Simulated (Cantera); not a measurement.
Feed: 1 mol FeS, 0.55 mol SO3, 0.058 mol O2, equilibrated at 0.120 bar.

Method: chemical equilibrium by Gibbs-energy minimisation in Cantera with the NASA 1993 tables (ideal gas, pure condensed phases). Candidate condensed phases: Fe, FeO, FeS, FeSO4, FeS2, Fe2O3, Fe2(SO4)3, Fe3O4, S; 12 gas species. Mutual solubility and eutectic melting of coexisting phases are not modelled. FeS: taken at fixed stoichiometry. Gases not in the tables: S3 to S7. Kinetics and transport are ignored.

Problem. Which condensed phases are stable at each of these points (T (K)): 700, 750, 800, 850, 900, 950, 1000, 1050, 1100, 1150, 1200, 1250, 1300?

Solution. 
```json
[
 {"T (K)": "700", "condensed phases": "FeS2(s) + Fe3O4(s)", "Fe condensed (%)": "100.0"},
 {"T (K)": "750", "condensed phases": "FeS2(s) + Fe3O4(s)", "Fe condensed (%)": "100.0"},
 {"T (K)": "800", "condensed phases": "FeS2(s) + Fe3O4(s)", "Fe condensed (%)": "100.0"},
 {"T (K)": "850", "condensed phases": "FeS2(s) + Fe3O4(s)", "Fe condensed (%)": "100.0"},
 {"T (K)": "900", "condensed phases": "FeS(s) + Fe3O4(s)", "Fe condensed (%)": "100.0"},
 {"T (K)": "950", "condensed phases": "FeS(s) + Fe3O4(s)", "Fe condensed (%)": "100.0"},
 {"T (K)": "1000", "condensed phases": "FeS(s) + Fe3O4(s)", "Fe condensed (%)": "100.0"},
 {"T (K)": "1050", "condensed phases": "FeS(s) + Fe3O4(s)", "Fe condensed (%)": "100.0"},
 {"T (K)": "1100", "condensed phases": "FeS(s) + Fe3O4(s)", "Fe condensed (%)": "100.0"},
 {"T (K)": "1150", "condensed phases": "FeS(s) + Fe3O4(s)", "Fe condensed (%)": "100.0"},
 {"T (K)": "1200", "condensed phases": "FeS(s) + Fe3O4(s)", "Fe condensed (%)": "100.0"},
 {"T (K)": "1250", "condensed phases": "FeS(s) + Fe3O4(s)", "Fe condensed (%)": "100.0"},
 {"T (K)": "1300", "condensed phases": "FeS(s) + Fe3O4(s)", "Fe condensed (%)": "100.0"}
]
```

From 700 K to 850 K the condensed part is FeS2(s) + Fe3O4(s). From 900 K to 1300 K the condensed part is FeS(s) + Fe3O4(s).
